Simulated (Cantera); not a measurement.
Input: 1 mol CH4, 1 mol NH3, a varied amount of O2, held at 1000 K and 5.50 bar.

Equilibrium computed with Cantera from the NASA thermochemical tables; the gas is ideal and each condensed phase is pure. Candidate condensed phases: C, C6H6, C7H8, C8H18, H2O; 136 gas species. Rates play no part.

### Question
What share of the C ends up in condensed phases as a function of n(O2) (mol), at 0.11, 0.15, 0.19, 0.25, 0.33, 0.44, 0.58, 0.76, 1?

### Answer
| n(O2) (mol) | C condensed (%) | as |
|---|---|---|
| 0.11 | 24.9 | C(graphite) |
| 0.15 | 22.7 | C(graphite) |
| 0.19 | 20.3 | C(graphite) |
| 0.25 | 16.6 | C(graphite) |
| 0.33 | 11.1 | C(graphite) |
| 0.44 | 2.9 | C(graphite) |
| 0.58 | 0.0 | - |
| 0.76 | 0.0 | - |
| 1 | 0.0 | - |
